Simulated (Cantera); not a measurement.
Input: 1 mol AlCl₃, 5.7 mol N₂O, 340 mol H₂, 0.53 mol N₂, equilibrated at 2050 K and 390 Pa.

These are equilibrium values from Cantera (NASA tables, ideal gas, pure condensed phases), not measurements of a reactor. Candidate condensed phases: Al, AlCl₃, AlN, Al₂O₃, H₂O, NH₄Cl; 45 gas species. The tables' values for AlOH are old estimates; treat these amounts as uncertain. The numbers say what is thermodynamically allowed, not how fast it happens.

Base state: H₂ 0.927, H 0.0350, N₂ 0.0176, H₂O 0.0122, HCl 0.00801, AlCl 0.000230, Cl 0.000224, OH 5.03e-5 (mole fractions); condensed: Al₂O₃(s).

Question: What changes in the equilibrium state with this change: temperature from 2050 K to 2125 K?

Answer: 
| species | before | after |
|---|---|---|
| H₂ | 0.927 | 0.906 |
| H | 0.0350 | 0.0553 |
| N₂ | 0.0176 | 0.0174 |
| HCl | 0.00801 | 0.00750 |
| H₂O | 0.0122 | 0.0126 |
| AlCl | 0.000230 | 0.000534 |
| Al | 2.05e-5 | 9.15e-5 |
| AlOH | 1.65e-5 | 4.45e-5 |
| AlOCl | 4.39e-6 | 1.00e-5 |
| OH | 5.03e-5 | 9.57e-5 |
| Cl | 0.000224 | 0.000336 |
| Al₂O₃(s), mol | 0.451 | 0.374 |
